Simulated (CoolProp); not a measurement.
Vapour-liquid equilibrium of propylene (1) + n-hexane (2) at 0.328 MPa; x and y are mole fractions of (1).

The numbers come from the multi-fluid Helmholtz-energy mixture model, Lemmon 2013 and Thol 2019; pair parameters Bell 2016 in CoolProp.

| x | bubble temperature, mixture model (K) | bubble temperature, Raoult's law (K) | y, mixture model | y, Raoult's law |
|---|---|---|---|---|
| 0.05 | 354.6 | 354.0 | 0.541 | 0.576 |
| 0.2 | 308.5 | 309.4 | 0.910 | 0.922 |
| 0.35 | 290.3 | 289.0 | 0.963 | 0.974 |
| 0.5 | 278.8 | 276.7 | 0.983 | 0.989 |
| 0.65 | 269.9 | 268.2 | 0.992 | 0.995 |
| 0.8 | 262.7 | 261.8 | 0.997 | 0.998 |
| 0.95 | 256.8 | 256.7 | 0.999 | 1.000 |

The largest gap from Raoult's law is +2.1 K in bubble temperature, at x = 0.5. No azeotrope shows between x = 0.05 and 0.95.

The pair parameters rest on a limited set of measurements; away from them the model extrapolates. The gap from Raoult's law changes sign with composition, which may be real or a fault of the pair parameters; it wasn't checked against measurements.
